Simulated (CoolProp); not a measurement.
Values from CoolProp's reference Helmholtz-energy equation of state, Lemmon 2006. It is a short technical equation, of lower accuracy than the large ones.

Task: For neopentane, give the phase and the Z, cp (kJ/(kg K)), cv (kJ/(kg K)), isothermal compressibility (1/MPa) at 426.9 K and 9.83 bar; 442.3 K and 9.83 bar; 519.2 K and 9.83 bar.

Result: 
- 426.9 K and 9.83 bar: gas; Z 0.880, cp 2.40, cv 2.20, isothermal compressibility 1.17
- 442.3 K and 9.83 bar: gas; Z 0.895, cp 2.45, cv 2.26, isothermal compressibility 1.15
- 519.2 K and 9.83 bar: gas; Z 0.941, cp 2.72, cv 2.56, isothermal compressibility 1.08
